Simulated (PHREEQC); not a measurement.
## Leach liquor: speciation

A solution holds 0.074 mol H2SO4, 0.0046 mol FeSO4 and 0.35 mol MnSO4 per kg of water, at 20 °C. Closed to the air; pH follows from the charge balance.

Equilibrium calculation in PHREEQC: ion-association model, wateq4f.dat.

Each row changes one thing in this solution. No solid was allowed to form.

```csv
case,pH,ionic strength (mol/kgw),Mn+2 (mol/kgw),SO4-2 (mol/kgw),MnSO4 (mol/kgw),HSO4- (mol/kgw),SI of Melanterite (FeSO4:7H2O),SI of Pyrochroite (Mn(OH)2)
as made,1.54,0.780,0.192,0.159,0.158,0.109,-2.63,-13.50
0.0072 mol/kgw NH4Cl added,1.54,0.787,0.192,0.158,0.157,0.109,-2.63,[?]
diluted 10-fold with water,2.17,[?],0.0224,0.0234,0.0126,0.00666,[?],-12.90
FeSO4 from 0.0046 to 0.0069 mol/kgw,1.54,0.783,0.192,0.160,0.159,0.109,-2.45,-13.50
FeSO4 from 0.0046 to 0.00506 mol/kgw,1.54,0.780,0.192,0.159,0.158,0.109,[?],-13.50
```

### Question
What belongs in the gaps?

### Answer

- 0.0072 mol/kgw NH4Cl added, SI of Pyrochroite (Mn(OH)2): -13.51
- diluted 10-fold with water, ionic strength (mol/kgw): 0.0997
- diluted 10-fold with water, SI of Melanterite (FeSO4:7H2O): -3.72
- FeSO4 from 0.0046 to 0.00506 mol/kgw, SI of Melanterite (FeSO4:7H2O): -2.59

The ionic strength passes 0.7 mol/kgw, the rough limit of the ion-association models, in as made; 0.0072 mol/kgw NH4Cl added; FeSO4 from 0.0046 to 0.0069 mol/kgw; FeSO4 from 0.0046 to 0.00506 mol/kgw.
